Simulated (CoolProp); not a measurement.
Vapour-liquid equilibrium of toluene (1) + n-dodecane (2) at 491.5 K; x and y are mole fractions of (1).

Computed with CoolProp (multi-fluid Helmholtz-energy mixture model, Lemmon 2006 and Lemmon 2004; pair parameters Bell 2016).

Give the bubble pressure and the first vapour's composition at x = 0.25, 0.65, 0.75. Is there an azeotrope?

x = 0.25: 282.9 kPa, y = 0.694; x = 0.65: 650.3 kPa, y = 0.928; x = 0.75: 752.0 kPa, y = 0.954. No azeotrope shows between x = 0.05 and 0.95.

Pair parameters are fitted to limited data, so mixtures are less certain than the pure fluids.
